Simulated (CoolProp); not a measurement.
Vapour-liquid equilibrium of n-octane (1) + m-xylene (2) at 0.76 MPa; x and y are mole fractions of (1).

The numbers come from the multi-fluid Helmholtz-energy mixture model, Beckmüller 2019 and Zhou 2012; pair parameters Bell 2016 in CoolProp.

```csv
x,"bubble temperature, mixture model (K)","bubble temperature, Raoult's law (K)","y, mixture model","y, Raoult's law"
0.05,506.1,506.3,0.064,0.065
0.125,504.5,504.9,0.156,0.158
0.2,503.0,503.6,0.242,0.248
0.275,501.5,502.3,0.325,0.334
0.35,500.2,501.0,0.404,0.416
0.425,498.9,499.7,0.480,0.494
0.5,497.7,498.5,0.553,0.569
0.575,496.5,497.3,0.624,0.642
0.65,495.4,496.1,0.693,0.711
0.725,494.4,495.0,0.761,0.778
0.8,493.4,493.8,0.827,0.841
0.875,492.4,492.7,0.893,0.903
0.95,491.5,491.6,0.957,0.962
```

The largest gap from Raoult's law is -0.8 K in bubble temperature, at x = 0.425. No azeotrope shows between x = 0.05 and 0.95.

Pair parameters are fitted to limited data, so mixtures are less certain than the pure fluids.
